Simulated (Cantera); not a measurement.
Input (Python, Cantera) and output of one run.

```python
import numpy as np
import cantera as ct

gas_names = """
    Hg N N2
""".split()
cond_names = """
    Hg(cr) Hg(L)
""".split()


def load(file, names, dense=False):
    # The tables refer to 1 bar. Condensed volumes are neglected.
    table = {s.name: s for s in ct.Species.list_from_file(file)}
    out = []
    for n in names:
        d = dict(table[n].input_data)
        d["thermo"] = dict(d["thermo"], **{"reference-pressure": 1e5})
        if dense:
            d["equation-of-state"] = {"model": "constant-volume", "density": "1e6 g/cm^3"}
        out.append(ct.Species.from_dict(d))
    return out


gas = ct.Solution(thermo="ideal-gas", species=load("nasa_gas.yaml", gas_names))
cond = {s.name: ct.Solution(thermo="fixed-stoichiometry", species=[s], name=s.name)
        for s in load("nasa_condensed.yaml", cond_names, dense=True)}
atoms = {
    'Hg': {'Hg': 1},
    'N2': {'N': 2},
}
top_T = {}  # K; cautious upper limits of use, not melting points


def equilibrate(T, P, feed):
    n = {}
    for name, mol in feed.items():
        for a, k in atoms[name].items():
            n[a] = n.get(a, 0.0) + k * mol
    gas.TPX = T, P, n
    mass = sum(n.values()) * gas.mean_molecular_weight
    gas.equilibrate("TP")
    valid = [c for c in cond.values() if c.min_temp <= T <= top_T.get(c.name, c.max_temp)]
    mix = ct.Mixture([(gas, mass / gas.mean_molecular_weight)] + [(c, 0.0) for c in valid])
    mix.T, mix.P = T, P
    mix.equilibrate("TP", solver="vcs", rtol=1e-11, max_steps=5000)
    return mix


results = []
feed = {'Hg': 1, 'N2': 0.23}  # mol
T = 648  # K
for P in [10, 100, 1000, 10000, 100000, 1000000]:
    mix = equilibrate(T, P, feed)
    results.append((T, P, feed, dict(zip(mix.species_names, mix.species_moles))))
    x = sorted(zip(gas.X, gas.species_names), reverse=True)
    print(f"T = {T:g} K  P = {P:g} Pa  gas = {mix.phase_moles(0):.4g} mol")
    print("   x: " + "  ".join(f"{s} {v:.3e}" for v, s in x if v > 1e-06))
    print("   condensed (mol): " + ("  ".join(f"{mix.phase(i).name} {mix.phase_moles(i):.4g}"
          for i in range(1, mix.n_phases) if mix.phase_moles(i) > 1e-12) or "none"))
```

It prints:

```
T = 648 K  P = 10 Pa  gas = 1.23 mol
   x: Hg 8.130e-01  N2 1.870e-01
   condensed (mol): none
T = 648 K  P = 100 Pa  gas = 1.23 mol
   x: Hg 8.130e-01  N2 1.870e-01
   condensed (mol): none
T = 648 K  P = 1000 Pa  gas = 1.23 mol
   x: Hg 8.130e-01  N2 1.870e-01
   condensed (mol): none
T = 648 K  P = 10000 Pa  gas = 1.23 mol
   x: Hg 8.130e-01  N2 1.870e-01
   condensed (mol): none
T = 648 K  P = 100000 Pa  gas = 1.23 mol
   x: Hg 8.130e-01  N2 1.870e-01
   condensed (mol): none
T = 648 K  P = 1e+06 Pa  gas = 0.2666 mol
   x: N2 8.628e-01  Hg 1.372e-01
   condensed (mol): Hg(L) 0.9634
```

Method: chemical equilibrium by Gibbs-energy minimisation in Cantera with the NASA 1993 tables (ideal gas, pure condensed phases).
